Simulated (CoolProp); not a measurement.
Vapour-liquid equilibrium of n-hexane (1) + hexamethyldisiloxane (MM) (2) at 112.05 °C; x and y are mole fractions of (1).

Values from CoolProp's multi-fluid Helmholtz-energy mixture model, Thol 2019 and Thol 2016; pair parameters Bell 2016.

```tsv
x	bubble pressure (MPa)	y at the bubble point	dew pressure at overall composition x (MPa)	liquid density (mol/L)
0.05	0.1478	0.095	0.1439	4.154
0.15	0.1631	0.259	0.1526	4.335
0.25	0.1787	0.398	0.1622	4.530
0.35	0.1949	0.519	0.1730	4.740
0.45	0.2123	0.626	0.1853	4.966
0.55	0.2310	0.720	0.1996	5.211
0.65	0.2513	0.803	0.2167	5.475
0.75	0.2731	0.873	0.2378	5.761
0.85	0.2962	0.932	0.2653	6.071
0.95	0.3200	0.980	0.3043	6.407
```

No azeotrope shows between x = 0.05 and 0.95.

Pair parameters are fitted to limited data, so mixtures are less certain than the pure fluids.
